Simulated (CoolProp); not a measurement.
2000 sccm (0 °C, 1 atm) of nitrogen bubbles through liquid dodecamethylpentasiloxane (MD3M) at 361.8 K and leaves saturated at a total pressure of 0.0131 MPa (ideal gas phase). Each further row changes one setting.

Values from CoolProp's reference Helmholtz-energy equation of state, Thol 2019.

```
case                       vapour pressure (kPa)  mole fraction of vapour  delivery (mg/min)  delivery (sccm)  change of delivery for a bath 1 K warmer (%)
-------------------------  ---------------------  -----------------------  -----------------  ---------------  --------------------------------------------
as stated                                  0.637                   0.0486               1760              102                                           6.0
bath temperature 366.8 K                   0.837                   0.0639               2340              136                                           5.9
total pressure 0.0262 MPa                  0.637                   0.0243                856             49.8                                           5.8
```
